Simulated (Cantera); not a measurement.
Charge: 1 mol SiH4, 0.71 mol NH3, 3.1 mol N2, equilibrated at 1350 K and 1.00 bar.

Equilibrium computed with Cantera from the NASA thermochemical tables; the gas is ideal and each condensed phase is pure. Candidate condensed phases: Si, Si3N4; 18 gas species. Rates play no part.

Q: What is the equilibrium state?

A: 
* **x(H2)**: 0.524
* **x(N2)**: 0.476
* **x(NH3)**: 2.68e-5
* **x(H)**: 1.72e-6
* **n(Si3N4(s))**: 0.333 mol
* **gas amount**: 5.853 mol
* **log10 activity of Si(s) (absent)**: -3.62
